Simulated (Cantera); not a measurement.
A closed system holds: 1 mol AlN, a varied amount of HCl, 6.4 mol N2, held at 823.15 K and 4700 Pa.

Equilibrium computed with Cantera from the NASA thermochemical tables; the gas is ideal and each condensed phase is pure. Candidate condensed phases: Al, AlCl3, AlN, NH4Cl; 20 gas species. Rates play no part.

x: gas mole fraction; n: condensed amount in mol.

```json
[
 {"n(HCl) (mol)": "2.4", "x N2": "0.762", "x HCl": "0.0650", "x H2": "0.104", "x AlCl3": "0.0684", "x Al2Cl6": "0.000446", "n AlN(s)": "0.391"},
 {"n(HCl) (mol)": "2.8", "x N2": "0.735", "x HCl": "0.0711", "x H2": "0.117", "x AlCl3": "0.0767", "x Al2Cl6": "0.000560", "n AlN(s)": "0.285"},
 {"n(HCl) (mol)": "3.4", "x N2": "0.698", "x HCl": "?", "x H2": "0.134", "x AlCl3": "0.0879", "x Al2Cl6": "?", "n AlN(s)": "?"},
 {"n(HCl) (mol)": "4", "x N2": "0.664", "x HCl": "0.0962", "x H2": "0.144", "x AlCl3": "0.0945", "x Al2Cl6": "0.000851", "n AlN(s)": "0"},
 {"n(HCl) (mol)": "4.8", "x N2": "0.617", "x HCl": "0.161", "x H2": "0.134", "x AlCl3": "0.0879", "x Al2Cl6": "0.000735", "n AlN(s)": "0"},
 {"n(HCl) (mol)": "5.7", "x N2": "0.571", "x HCl": "0.223", "x H2": "0.124", "x AlCl3": "0.0814", "x Al2Cl6": "0.000632", "n AlN(s)": "0"},
 {"n(HCl) (mol)": "6.7", "x N2": "0.527", "x HCl": "0.283", "x H2": "0.115", "x AlCl3": "0.0753", "x Al2Cl6": "0.000540", "n AlN(s)": "0"},
 {"n(HCl) (mol)": "8", "x N2": "0.479", "x HCl": "0.347", "x H2": "0.104", "x AlCl3": "0.0686", "x Al2Cl6": "0.000448", "n AlN(s)": "0"},
 {"n(HCl) (mol)": "9.5", "x N2": "0.434", "x HCl": "0.409", "x H2": "0.0944", "x AlCl3": "0.0622", "x Al2Cl6": "0.000368", "n AlN(s)": "0"},
 {"n(HCl) (mol)": "11", "x N2": "0.397", "x HCl": "0.460", "x H2": "0.0862", "x AlCl3": "0.0569", "x Al2Cl6": "0.000308", "n AlN(s)": "0"},
 {"n(HCl) (mol)": "13", "x N2": "0.356", "x HCl": "0.516", "x H2": "0.0773", "x AlCl3": "0.0511", "x Al2Cl6": "0.000248", "n AlN(s)": "0"},
 {"n(HCl) (mol)": "16", "x N2": "?", "x HCl": "?", "x H2": "?", "x AlCl3": "?", "x Al2Cl6": "?", "n AlN(s)": "0"},
 {"n(HCl) (mol)": "19", "x N2": "0.272", "x HCl": "0.630", "x H2": "0.0591", "x AlCl3": "0.0391", "x Al2Cl6": "0.000145", "n AlN(s)": "0"}
]
```

Task: Some entries are withheld; supply them.

Result: 
- 16, x N2: 0.308
- 16, x HCl: 0.580
- 16, x H2: 0.0670
- 16, x AlCl3: 0.0443
- 16, x Al2Cl6: 0.000187
- 3.4, x HCl: 0.0791
- 3.4, x Al2Cl6: 0.000736
- 3.4, n AlN(s): 0.125
